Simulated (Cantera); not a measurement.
A closed system holds: 1 mol V, 2.4 mol N2, held at 0.00133 bar.

Equilibrium computed with Cantera from the NASA thermochemical tables; the gas is ideal and each condensed phase is pure. Candidate condensed phases: V, VN; 4 gas species. Rates play no part.

Q: At 2623 K, list the 4 most abundant gas species with their mole fractions, and the condensed phases.

A: N2 0.706, V 0.294, N 1.99e-5, VN 1.42e-5. Condensed: gas only.
